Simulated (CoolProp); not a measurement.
Model: reference Helmholtz-energy equation of state, Tillner-Roth 1997, in CoolProp.

Problem. For CH2F2 (R32), give the phase and the Z, cv (kJ/(kg K)) at 189.5 K and 7.94 MPa; 221.8 K and 7.94 MPa; 415.4 K and 7.94 MPa.

Solution. 
- 189.5 K and 7.94 MPa: liquid; Z 0.201, cv 0.971
- 221.8 K and 7.94 MPa: liquid; Z 0.183, cv 0.943
- 415.4 K and 7.94 MPa: supercritical; Z 0.685, cv 1.01
